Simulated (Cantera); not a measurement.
Cantera with NASA thermochemical tables; ideal gases at 1 bar, condensed phases pure. Values are per mole of reaction as written; species without (g) are pure solids or liquids, kept so even where they would boil at 1 bar.

**Question.** Between 300 and 500 K, where is each reaction favourable under standard conditions?
- C₂H₄(g) + H₂(g) → C₂H₆(g)
- 3 CH₄(g) → 2 H₂(g) + C₃H₈(g)
- 3 C₃H₈(g) → C + 8 CH₃(g)

**Answer.** 
- C₂H₄(g) + H₂(g) → C₂H₆(g): ΔG° is -100 kJ at 300 K and -75 kJ at 500 K; it stays negative (K > 1). ΔH° is -140 kJ and ΔS° -130 J/K at 500 K.
- 3 CH₄(g) → 2 H₂(g) + C₃H₈(g): ΔG° is 127 kJ at 300 K and 131 kJ at 500 K; it stays positive (K < 1). ΔH° is 125 kJ and ΔS° -12 J/K at 500 K.
- 3 C₃H₈(g) → C + 8 CH₃(g): ΔG° is 1265 kJ at 300 K and 1111 kJ at 500 K; it stays positive (K < 1). ΔH° is 1503 kJ and ΔS° 782 J/K at 500 K.
